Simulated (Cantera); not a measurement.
Feed: 1 mol MgO, 2.4 mol Cl2, at 1025 K and 65000 Pa.

These are equilibrium values from Cantera (NASA tables, ideal gas, pure condensed phases), not measurements of a reactor. Candidate condensed phases: Mg, MgCl2, MgO; 11 gas species. Mutual solubility and eutectic melting of coexisting phases are not modelled. Equilibrium is a limit: real reactors are often held back by kinetics, nucleation or transport.

Base state: Cl2 0.946, O2 0.0524, Cl 0.000675, MgCl2 0.000514 (mole fractions); condensed: MgCl2(l) + MgO(s).

Q: What changes in the equilibrium state with this change: temperature from 1025 K to 1848.15 K?

A: 
```json
[
 {"species": "MgCl2", "before": "0.000514", "after": "0.300"},
 {"species": "Cl2", "before": "0.946", "after": "0.288"},
 {"species": "Cl", "before": "0.000675", "after": "0.262"},
 {"species": "O2", "before": "0.0524", "after": "0.149"},
 {"species": "O", "before": "<1e-9", "after": "9.08e-5"},
 {"species": "ClO", "before": "7.25e-6", "after": "0.00139"},
 {"species": "MgCl2(l), mol", "before": "0.238", "after": "0"},
 {"species": "MgO(s), mol", "before": "0.761", "after": "0"}
]
```

Q: What changes in the equilibrium state with this change: temperature from 1025 K to 1298.15 K?

A: 
```json
[
 {"species": "Cl2", "before": "0.946", "after": "0.846"},
 {"species": "O2", "before": "0.0524", "after": "0.0870"},
 {"species": "MgCl2", "before": "0.000514", "after": "0.0530"},
 {"species": "Cl", "before": "0.000675", "after": "0.0139"},
 {"species": "ClO", "before": "7.25e-6", "after": "0.000109"},
 {"species": "MgCl2(l), mol", "before": "0.238", "after": "0.283"},
 {"species": "MgO(s), mol", "before": "0.761", "after": "0.593"}
]
```

Q: What changes in the equilibrium state with this change: pressure from 65000 Pa to 133 Pa?

A: 
| species | before | after |
|---|---|---|
| Cl2 | 0.946 | 0.949 |
| MgCl2 | 0.000514 | 0.0239 |
| Cl | 0.000675 | 0.0149 |
| O2 | 0.0524 | 0.0119 |
| MgCl2(l), mol | 0.238 | 0 |
| MgO(s), mol | 0.761 | 0.942 |
